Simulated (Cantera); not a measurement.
Input: 1 mol SiCl4, 0.61 mol C2H4, 34 mol H2, held at 75.0 Torr.

Equilibrium computed with Cantera from the NASA thermochemical tables; the gas is ideal and each condensed phase is pure. Candidate condensed phases: C, C6H6, C7H8, C8H18, Si, SiC; 109 gas species. Gases not in the tables: Si2H6 and higher silanes. Rates play no part.

Over these rows the condensed part is C(graphite) + SiC(s). Partial pressures as log10 of bar:

| T (K) | 1000/T (1/K) | log p SiCl4 | log p H2 | log p HCl |
|---|---|---|---|---|
| 1400 | 0.7143 | -5.61 | -1.05 | -1.97 |
| 1550 | 0.6452 | ? | -1.05 | -1.97 |
| 1700 | 0.5882 | -6.97 | -1.05 | -1.97 |
| 1850 | 0.5405 | -7.49 | -1.05 | -1.98 |
| 2000 | 0.5000 | -7.94 | -1.05 | -1.98 |
| 2150 | 0.4651 | -8.33 | -1.06 | -1.99 |

Fit log p(SiCl4) = a + b·(1000/T) to the five rows, give the apparent enthalpy, and predict the row at 1550 K.

Means: 1000/T = 0.5616, log p = -7.268. Sxy = 0.409666, Sxx = 0.0375769, so b = 10.90 and a = -7.268 − (10.90)×0.5616 = -13.39.
Apparent enthalpy: −19.145 × (10.90) = -209 kJ/mol. With the condensed phases at unit activity, SiC(s) + 4 HCl(g) = SiCl4(g) + C(graphite) + 2 H2(g) links this pressure to the main gases: over the six rows their terms move log p by -0.06 in all, so the slope is close to that reaction's ΔH°. The five rows lie within 0.01 of the line.
Prediction at 1550 K: -13.39 + (10.90)×0.6452 = -6.36. The computed value is -6.36, 0.00 from the line.
